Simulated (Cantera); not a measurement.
Input: 1 mol CuO, 1.9 mol CH₄, 0.31 mol CO, equilibrated at 2100 °C and 1.33 mbar.

Cantera equilibrium calculation (NASA polynomials, part measured and part estimated; ideal gas, pure solids and liquids). Candidate condensed phases: C, C₆H₆, C₇H₈, C₈H₁₈, Cu, CuO, Cu(OH)₂, Cu₂O, H₂O; 113 gas species. The numbers say what is thermodynamically allowed, not how fast it happens.

Base state: H₂ 0.419, H 0.247, CO 0.188, Cu 0.143, C₂H₂ (acetylene) 0.00257, C₂H 8.22e-5, C₃ 4.63e-5, C 1.98e-5 (mole fractions); condensed: C(graphite).

Task: What changes in the equilibrium state with this change: CH₄ from 1.9 to 0.34 mol?

Result: 
```
species            before     after
----------------  -------  --------
Cu                  0.143     0.382
CO                  0.188     0.198
H₂O               3.55e-9     0.115
H₂                  0.419    0.0774
H                   0.247     0.106
CO₂                 <1e-9    0.0505
OH                  <1e-9    0.0281
O                   <1e-9    0.0260
O₂                  <1e-9    0.0161
C₂H₂ (acetylene)  0.00257     <1e-9
CuO                 <1e-9  0.000139
C(graphite), mol    0.862         0
```
